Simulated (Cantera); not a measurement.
What does this Cantera script print?

```python
import numpy as np
import cantera as ct

gas_names = """
    H2O NO TaO2 NH3
""".split()
cond_names = """
    Ta(cr) Ta(L)
""".split()


def load(file, names, dense=False):
    # The tables refer to 1 bar. Condensed volumes are neglected.
    table = {s.name: s for s in ct.Species.list_from_file(file)}
    out = []
    for n in names:
        d = dict(table[n].input_data)
        d["thermo"] = dict(d["thermo"], **{"reference-pressure": 1e5})
        if dense:
            d["equation-of-state"] = {"model": "constant-volume", "density": "1e6 g/cm^3"}
        out.append(ct.Species.from_dict(d))
    return out


species = {s.name: s for s in load("nasa_gas.yaml", gas_names) + load("nasa_condensed.yaml", cond_names)}
# Each term lists the table entries of one substance; the one whose range holds T is used.
reactions = {
    '6 H2O(g) + 5 Ta + 4 NO(g) = 5 TaO2(g) + 4 NH3(g)':
        [(-6, ['H2O']), (-5, ['Ta(cr)', 'Ta(L)']), (-4, ['NO']), (5, ['TaO2']), (4, ['NH3'])],
}


def pick(names, T):
    return next(species[n] for n in names if species[n].thermo.min_temp <= T <= species[n].thermo.max_temp)


results = []
for label, terms in reactions.items():
    print(label)
    print("     T/K   dH/kJ  dS/(J/K)   dG/kJ   log10 K")
    for T in [2423, 2498, 2573, 2648, 2723]:
        used = [(nu, pick(names, T)) for nu, names in terms]
        dH = sum(nu * s.thermo.h(T) for nu, s in used) / 1e6
        dS = sum(nu * s.thermo.s(T) for nu, s in used) / 1e3
        dG = dH - T * dS / 1e3
        logK = -dG * 1e6 / (ct.gas_constant * T * np.log(10))
        results.append((label, T, dH, dS, dG, logK, [s.name for _, s in used]))
        print(f"{T:8g} {dH:8.1f} {dS:8.1f} {dG:8.1f} {logK:8.2f}")
```

It prints:

```
6 H2O(g) + 5 Ta + 4 NO(g) = 5 TaO2(g) + 4 NH3(g)
     T/K   dH/kJ  dS/(J/K)   dG/kJ   log10 K
    2423   -172.2    -89.9     45.7    -0.99
    2498   -175.9    -91.4     52.5    -1.10
    2573   -179.9    -93.0     59.4    -1.21
    2648   -184.1    -94.6     66.5    -1.31
    2723   -188.6    -96.3     73.6    -1.41
```

Standard-state values (1 bar) from the NASA 1993 polynomials, evaluated with Cantera. Condensed species are held in their standard states even where they would react or evaporate.
